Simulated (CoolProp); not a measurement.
Properties of nitrogen along the isobar 5.07 MPa.

Computed with CoolProp (reference Helmholtz-energy equation of state, Span 2000).

```
T (K)          phase  cv (kJ/(kg K))  speed of sound (m/s)  Joule-Thomson coefficient (K/MPa)  expansivity (1/kK)
-----  -------------  --------------  --------------------  ---------------------------------  ------------------
72.3          liquid           1.128                 938.2                            -0.3895               4.864
80.1          liquid           1.081                 866.0                            -0.3554               5.325
87.9          liquid           1.040                 792.9                            -0.3052               5.926
95.7          liquid           1.006                 717.4                            -0.2301               6.759
103.5         liquid          0.9775                 637.9                            -0.1135               7.999
111.2         liquid          0.9568                 553.5                            0.07483               10.02
119           liquid          0.9468                 458.4                             0.4211               14.01
126.8  supercritical          0.9612                 346.9                              1.199               25.14
134.6  supercritical           1.046                 222.6                              3.786               79.57
142.4  supercritical          0.9506                 213.3                              5.946               40.31
150.2  supercritical          0.8828                 226.5                              5.980               23.01
157.9  supercritical          0.8476                 238.5                              5.663               16.58
165.7  supercritical          0.8251                 249.2                              5.283               13.16
173.5  supercritical          0.8096                 259.0                              4.911               11.03
```
